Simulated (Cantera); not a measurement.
A Cantera script and what it prints.

```python
import numpy as np
import cantera as ct

gas_names = """
    H H2 H2S Ni NiS S SH S2 S8
""".split()
cond_names = """
    Ni(cr) Ni(L) NiS(b) NiS(a) NiS(L) NiS2(s) NiS2(L) Ni3S2(I) Ni3S2(II) Ni3S2(L) Ni3S4(s) S(cr1) S(cr2)
    S(L)
""".split()


# ... load() reads the species with a 1 bar reference pressure and builds the phases ...
atoms = {
    'NiS': {'Ni': 1, 'S': 1},
    'H2': {'H': 2},
}
top_T = {'Ni3S4(s)': 620}  # K; cautious upper limits of use, not melting points


# ... equilibrate(T, P, feed) seeds the gas with the atoms and calls Mixture.equilibrate('TP', solver="vcs", rtol=1e-11, max_steps=5000) ...
results = []
T = 2000  # K
P = 12  # Pa
for m in [1.5, 2.5, 4.4, 7.6, 13, 23, 39, 68, 120]:
    feed = {'NiS': 1, 'H2': m}  # mol
    mix = equilibrate(T, P, feed)
    results.append((T, P, feed, dict(zip(mix.species_names, mix.species_moles))))

top = {s: max(r[3][s] / sum(r[3][g] for g in gas_names) for r in results) for s in gas_names}
cols = sorted((s for s in top if top[s] > 0.0001), key=lambda s: -top[s])[:9]
seen = [c for c in cond_names if any(r[3].get(c, 0) > 1e-12 for r in results)]
print("log10 of partial pressures in bar; condensed amounts in mol")
print(f"{'n(H2)':>10s}" + "".join(f"{s[:9]:>10s}" for s in cols + seen))
for T, P, feed, n in results:
    ng = sum(n[g] for g in gas_names)
    print(f"{feed['H2']:10.4g}" + "".join(f"{np.log10(max(n[s] / ng * P / 1e5, 1e-99)):10.3f}" for s in cols)
          + "".join(f"{n.get(c, 0):10.4g}" for c in seen))
```

It prints:

```
log10 of partial pressures in bar; condensed amounts in mol
     n(H2)        H2        Ni         H        S2         S        SH       NiS       H2S
       1.5    -4.316    -4.455    -4.947    -4.946    -4.971    -5.777    -5.829    -7.018
       2.5    -4.213    -4.577    -4.895    -5.101    -5.048    -5.803    -6.029    -6.992
       4.4    -4.130    -4.742    -4.854    -5.316    -5.155    -5.869    -6.302    -7.017
       7.6    -4.076    -4.926    -4.827    -5.565    -5.280    -5.967    -6.610    -7.088
        13    -4.042    -5.125    -4.810    -5.848    -5.421    -6.091    -6.950    -7.195
        23    -4.019    -5.349    -4.798    -6.187    -5.591    -6.249    -7.344    -7.341
        39    -4.006    -5.565    -4.792    -6.533    -5.764    -6.415    -7.733    -7.501
        68    -3.997    -5.797    -4.788    -6.928    -5.962    -6.609    -8.163    -7.690
       120    -3.992    -6.039    -4.785    -7.360    -6.177    -6.822    -8.620    -7.901
```

Method: chemical equilibrium by Gibbs-energy minimisation in Cantera with the NASA 1993 tables (ideal gas, pure condensed phases).
